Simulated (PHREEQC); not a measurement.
TMAH is added in steps, without added water, to 1 kg of water holding 0.0064 mol Na2SeO3, 0.00077 mol NH3 and 0.0044 mol NaCl, at 63 °C. No oxygen is let in. CO2 is held at log p = -3.4 (atm). Only these solids could form: Halite, Nahcolite, Natron.

Base run: PHREEQC, ion-association model, wateq4f.dat. Each further column changes one thing. The table gives CO3-2 (mol/kgw).

| TMAH added (mol) | base | all activity coefficients set to 1 | metal-ligand complexes left out | Davies equation for every ion | Debye-Hückel limiting law |
|---|---|---|---|---|---|
| 0 | 9.05e-5 | 8.15e-5 | 0.000100 | 9.23e-5 | 9.45e-5 |
| 0.006 | 0.000630 | 0.000472 | 0.000820 | 0.000640 | 0.000686 |
| 0.012 | 0.00154 | 0.00110 | 0.00213 | 0.00156 | 0.00171 |
| 0.018 | 0.00267 | 0.00188 | 0.00376 | 0.00272 | 0.00300 |
| 0.024 | 0.00397 | 0.00278 | 0.00560 | 0.00404 | 0.00449 |
| 0.03 | 0.00541 | 0.00379 | 0.00758 | 0.00550 | 0.00616 |
| 0.036 | 0.00697 | 0.00491 | 0.00966 | 0.00708 | 0.00797 |
| 0.042 | 0.00863 | 0.00613 | 0.0118 | 0.00876 | 0.00990 |
| 0.048 | 0.0104 | 0.00744 | 0.0141 | 0.0105 | 0.0119 |
| 0.054 | 0.0122 | 0.00885 | 0.0163 | 0.0124 | 0.0141 |
| 0.06 | 0.0141 | 0.0103 | 0.0187 | 0.0143 | 0.0163 |
| 0.066 | 0.0161 | 0.0119 | 0.0210 | 0.0163 | 0.0186 |
| 0.072 | 0.0181 | 0.0136 | 0.0234 | 0.0183 | 0.0210 |

(CH3)4N+ isn't in the database: it is added as a free cation with an ion size of 4 Å. At this temperature some constants are extrapolated from 25 °C, and those without enthalpy data are left unchanged.
